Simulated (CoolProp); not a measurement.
Vapour-liquid equilibrium of R152A (1) + methanol (2) at 1.94 bar; x and y are mole fractions of (1).

Computed with CoolProp (multi-fluid Helmholtz-energy mixture model, Outcalt 1996 and de Reuck 1993; pair parameters Bell 2016).

Q: Give the bubble temperature and the first vapour's composition at x = 0.05, 0.2, 0.8. Is there an azeotrope?

A: x = 0.05: 312.8 K, y = 0.820; x = 0.2: 283.3 K, y = 0.962; x = 0.8: 269.9 K, y = 0.990. No azeotrope shows between x = 0.05 and 0.95.

The pair parameters rest on a limited set of measurements; away from them the model extrapolates. With so large a gap from Raoult's law the liquid may split in two, which this calculation doesn't test in full.
